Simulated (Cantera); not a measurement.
Feed: 1 mol SiCl4, 9.5 mol H2, at 101000 Pa.

Equilibrium computed with Cantera from the NASA thermochemical tables; the gas is ideal and each condensed phase is pure. Candidate condensed phases: Si; 19 gas species. The tables' values for SiCl3 are old estimates; treat these amounts as uncertain. The numbers say what is thermodynamically allowed, not how fast it happens.

x: gas mole fraction; nothing condenses.

| T (K) | x H2 | x HCl | x SiCl4 | x SiCl2 | x SiHCl3 | x SiCl3 | x SiH2Cl2 |
|---|---|---|---|---|---|---|---|
| 725 | 0.900 | 0.00502 | 0.0902 | 1.25e-9 | 0.00499 | 6.80e-7 | ___ |
| 800 | 0.896 | 0.00846 | 0.0868 | 4.68e-8 | 0.00832 | 6.05e-6 | ___ |
| 875 | 0.892 | 0.0129 | 0.0825 | 9.24e-7 | 0.0125 | 3.63e-5 | ___ |
| 950 | 0.887 | 0.0182 | 0.0774 | 1.12e-5 | 0.0173 | 0.000161 | ___ |
| 1025 | 0.880 | 0.0244 | 0.0716 | 9.10e-5 | 0.0222 | 0.000559 | ___ |
| 1100 | 0.873 | 0.0317 | 0.0652 | 0.000528 | 0.0265 | 0.00157 | ___ |
| 1175 | 0.864 | 0.0409 | 0.0581 | 0.00222 | 0.0290 | 0.00364 | ___ |
| 1250 | 0.852 | 0.0534 | 0.0500 | 0.00679 | 0.0284 | 0.00688 | 0.00220 |
| 1325 | 0.836 | 0.0705 | 0.0404 | 0.0154 | 0.0246 | 0.0107 | 0.00214 |
| 1400 | 0.817 | 0.0914 | 0.0299 | 0.0274 | 0.0189 | 0.0139 | ___ |
| 1475 | 0.796 | 0.113 | 0.0197 | 0.0410 | 0.0131 | 0.0154 | ___ |
| 1550 | 0.778 | 0.133 | 0.0115 | 0.0538 | 0.00826 | 0.0149 | ___ |
| 1625 | 0.764 | 0.147 | 0.00604 | 0.0640 | 0.00488 | 0.0129 | ___ |

Fill in the missing entries.


- 725, x SiH2Cl2: 1.92e-5
- 800, x SiH2Cl2: 6.44e-5
- 875, x SiH2Cl2: 0.000173
- 950, x SiH2Cl2: 0.000391
- 1025, x SiH2Cl2: 0.000761
- 1100, x SiH2Cl2: 0.00129
- 1175, x SiH2Cl2: 0.00185
- 1400, x SiH2Cl2: 0.00180
- 1475, x SiH2Cl2: 0.00136
- 1550, x SiH2Cl2: 0.000970
- 1625, x SiH2Cl2: 0.000667
